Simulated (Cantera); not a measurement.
Input (Python, Cantera) and output of one run.

```python
import numpy as np
import cantera as ct

gas_names = """
    F F2 H HF H2 H2F2 H3F3 H4F4 H5F5 H6F6 H7F7
""".split()
cond_names = """

""".split()


# ... load() reads the species with a 1 bar reference pressure and builds the phases ...
atoms = {
    'HF': {'H': 1, 'F': 1},
    'H2': {'H': 2},
}
top_T = {}  # K; cautious upper limits of use, not melting points


# ... equilibrate(T, P, feed) seeds the gas with the atoms and calls Mixture.equilibrate('TP', solver="vcs", rtol=1e-11, max_steps=5000) ...
results = []
feed = {'HF': 1, 'H2': 0.11}  # mol
T = 1675  # K
P = 230  # Pa
mix = equilibrate(T, P, feed)
results.append((T, P, feed, dict(zip(mix.species_names, mix.species_moles))))
x = sorted(zip(gas.X, gas.species_names), reverse=True)
print(f"T = {T:g} K  P = {P:g} Pa  gas = {mix.phase_moles(0):.4g} mol")
print("   x: " + "  ".join(f"{s} {v:.3e}" for v, s in x if v > 0.001))
print("   condensed (mol): " + ("  ".join(f"{mix.phase(i).name} {mix.phase_moles(i):.4g}"
      for i in range(1, mix.n_phases) if mix.phase_moles(i) > 1e-12) or "none"))
```

It prints:

```
T = 1675 K  P = 230 Pa  gas = 1.11 mol
   x: HF 9.006e-01  H2 9.868e-02
   condensed (mol): none
```

Method: chemical equilibrium by Gibbs-energy minimisation in Cantera with the NASA 1993 tables (ideal gas, pure condensed phases).
